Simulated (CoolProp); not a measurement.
A single-stage vapour-compression cycle with propylene: evaporating at 219.15 K (dew point), condensing at 264.15 K (bubble point), superheat 2 K, subcooling 2 K, compressor efficiency 0.8, no pressure losses. Each further row changes one setting.

Model: reference Helmholtz-energy equation of state, Lemmon 2013, in CoolProp.

```csv
case,cooling COP,pressure ratio,discharge temperature (K),refrigerating effect (kJ/kg),volumetric capacity (kJ/m³)
as stated,3.31,5.89,302.5,351,621
evaporating temperature 224.15 K,?,4.65,?,357,785
condensing temperature 259.15 K,3.80,5.00,294.7,363,642
subcooling 7 K,3.42,5.89,302.5,363,642
superheat 12 K,?,5.89,?,364,614
compressor efficiency 0.7,2.89,5.89,311.6,351,621
```

Question: Complete the blanks.

Answer: 
- evaporating temperature 224.15 K, cooling COP: 3.88
- evaporating temperature 224.15 K, discharge temperature (K): 297.1
- superheat 12 K, cooling COP: 3.28
- superheat 12 K, discharge temperature (K): 313.4
